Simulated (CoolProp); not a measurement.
Vapour-liquid equilibrium of toluene (1) + n-nonane (2) at 14.6 bar; x and y are mole fractions of (1).

Model: multi-fluid Helmholtz-energy mixture model, Lemmon 2006 and Lemmon 2006; pair parameters Bell 2016, in CoolProp.

```csv
x,bubble temperature (°C),y at the bubble point,dew temperature at overall composition x (°C),liquid density (mol/L)
0.05,286.3,0.073,287.4,3.465
0.125,281.4,0.180,283.9,3.649
0.2,276.6,0.280,(withheld),3.838
0.275,272.1,(withheld),276.9,4.035
0.35,267.8,0.461,273.3,4.240
0.425,(withheld),0.541,269.6,4.455
0.5,260.0,0.614,265.8,4.681
0.575,256.5,0.682,262.0,4.921
0.65,253.2,0.744,258.1,5.178
0.725,250.2,0.803,254.2,5.454
0.8,247.4,0.859,250.4,5.752
0.875,244.8,0.913,246.7,6.076
0.95,242.4,0.965,243.1,6.429
```

**Question.** Complete the blanks.

**Answer.** 
- 0.2, dew temperature at overall composition x (°C): 280.4
- 0.275, y at the bubble point: 0.374
- 0.425, bubble temperature (°C): 263.7

No azeotrope shows between x = 0.05 and 0.95.

Pair parameters are fitted to limited data, so mixtures are less certain than the pure fluids.
